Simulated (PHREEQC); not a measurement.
Make-up at 45 °C: 0.22 mol/kgw NH4Cl, 0.0059 mol/kgw K2HPO4 and 0.032 mol/kgw NaCl. Closed to the air; pH follows from the charge balance.

Equilibrium calculation in PHREEQC: ion-association model, wateq4f.dat.

| quantity | before | after |
|---|---|---|
| pH | 6.86 | 7.61 |
| ionic strength (mol/kgw) | 0.265 | 0.268 |
| NH3 (mol/kgw) | 0.00244 | 0.000832 |
| SI of Halite (NaCl) | -4.03 | -3.92 |

**Question.** Name the change that produced these shifts.
(A) NH4Cl replaced by (NH4)2SO4 at the same molality
(B) NaCl from 0.032 to 0.0352 mol/kgw
(C) K2HPO4 replaced by KHCO3 at the same molality
(D) temperature from 45 to 5 °C
(E) K2HPO4 left out

**Answer.** D, temperature from 45 to 5 °C

Precipitation was switched off in this run. H3PO4, which wateq4f.dat lacks, is added to it with the constant of phreeqc.dat. Constants without temperature data keep their 25 °C values here.
